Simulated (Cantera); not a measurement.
Cantera with NASA thermochemical tables; ideal gases at 1 bar, condensed phases pure. Values are per mole of reaction as written; species without (g) are pure solids or liquids, kept so even where they would boil at 1 bar.

**Question.** Between 300 and 1775 K, where is each reaction favourable under standard conditions?
- 2 N(g) + CO(g) = C + N2O(g)

**Answer.** 
- 2 N(g) + CO(g) = C + N2O(g): ΔG° is -670 kJ at 300 K and -244 kJ at 1775 K; it stays negative (K > 1). ΔH° is -754 kJ and ΔS° -287 J/K at 1775 K.
